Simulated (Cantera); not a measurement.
**Counterflow diffusion flame**

A counterflow diffusion flame at 1050 Torr, nozzles 20 mm apart: fuel side CO : H₂ = 1 : 1.4 (molar parts) at 550 K, oxidiser side O₂ : N₂ = 0.26 : 0.74 (molar parts) at 675 K, fuel mass flux 0.66 times the oxidiser's; mixture-averaged transport, no radiation.

Detailed kinetics in Cantera: GRI-Mech 3.0 (53 species, 325 reactions). The maximum strain rate includes the flame's own expansion and is several times the mean.

| oxidiser flux (kg/m²/s) | max strain (1/s) | mean strain (1/s) | T max (K) | peak x OH | peak x H | peak x NO | peak x CO |
|---|---|---|---|---|---|---|---|
| 0.84 | 464 | 128 | 2624 | 0.0236 | 0.0131 | 0.00140 | 0.456 |
| 1.2 | 649 | 183 | 2593 | 0.0240 | 0.0143 | 0.000998 | 0.455 |
| 1.7 | 901 | 260 | 2556 | 0.0243 | 0.0158 | 0.000700 | 0.455 |
| 2.4 | 1250 | 367 | 2513 | 0.0247 | 0.0177 | 0.000482 | 0.455 |
| 3.3 | 1690 | 505 | 2465 | 0.0249 | 0.0197 | 0.000331 | 0.455 |
| 4.7 | 2360 | 719 | 2404 | 0.0249 | 0.0222 | 0.000213 | 0.455 |
| 6.6 | 3250 | 1010 | 2342 | 0.0247 | 0.0249 | 0.000142 | 0.454 |
| 9.3 | 4510 | 1420 | 2277 | 0.0243 | 0.0279 | 9.81e-5 | 0.453 |
| 13 | 6210 | 1990 | 2214 | 0.0238 | 0.0309 | 7.21e-5 | 0.453 |
x: mole fraction; the columns are a selection and need not sum to one.
